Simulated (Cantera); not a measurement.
Mixture: CH4 : C2H6 : C3H8 : O2 : N2 : H2O = 1 : 0.15 : 0.031 : 1.91 : 7.2 : 0.79 (molar parts), at 1.01 bar, adiabatic and at constant volume. Ignition delay is the time to a rise of 400 K.

Cantera simulation using GRI-Mech 3.0 (53 species, 325 reactions); the numbers are that mechanism's predictions, not measurements.

| quantity | before | after |
|---|---|---|
| delay at 1125 K | 10.2 ms | 21.7 ms |
| delay at 1325 K | 0.981 ms | 1.62 ms |
| delay at 1525 K | 0.151 ms | 0.196 ms |
| delay at 1725 K | 37.9 µs | 45.0 µs |
| delay at 1925 K | 14.7 µs | 17.1 µs |
| apparent activation energy between 1825 and 2025 K | 120 kJ/mol | 120 kJ/mol |

Q: Which change was made?
A. pressure from 1.01 bar to 13.0 bar
B. constant pressure in place of constant volume
C. C3H8 0.031 to 0.074 parts
D. C2H6 0.15 to 0.079 parts

A: D, C2H6 0.15 to 0.079 parts
